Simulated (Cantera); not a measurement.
Charge: 1 mol Si₂H₆, 15 mol CO₂, at 1150 °C and 100000 Pa.

Method: chemical equilibrium by Gibbs-energy minimisation in Cantera with the NASA 1993 tables (ideal gas, pure condensed phases). Candidate condensed phases: C, C₆H₆, C₇H₈, C₈H₁₈, H₂O, Si, SiC, SiO₂; 123 gas species. The feed counts by its element totals alone. The tables hold silica as quartz up to 1696 K and as liquid above; real silica turns to tridymite and cristobalite and melts near 1996 K. Gases not in the tables: Si(OH)₄. Equilibrium is a limit: real reactors are often held back by kinetics, nucleation or transport.

Base state: CO₂ 0.485, CO 0.349, H₂O 0.126, H₂ 0.0402 (mole fractions); condensed: SiO₂(β-quartz).

Question: What changes in the equilibrium state with this change: temperature from 1150 °C to 802 °C?

Answer: 
```csv
species,before,after
CO₂,0.485,0.512
CO,0.349,0.322
H₂O,0.126,0.0994
H₂,0.0402,0.0672
"SiO₂(β-quartz), mol",2.00,2.00
```

Question: What changes in the equilibrium state with this change: temperature from 1150 °C to 652 °C?

Answer: 
```json
[
 {"species": "CO₂", "before": "0.485", "after": "0.535"},
 {"species": "CO", "before": "0.349", "after": "0.299"},
 {"species": "H₂", "before": "0.0402", "after": "0.0876"},
 {"species": "H₂O", "before": "0.126", "after": "0.0777"},
 {"species": "CH₄", "before": "2.10e-9", "after": "0.000870"},
 {"species": "SiO₂(β-quartz), mol", "before": "2.00", "after": "2.00"}
]
```
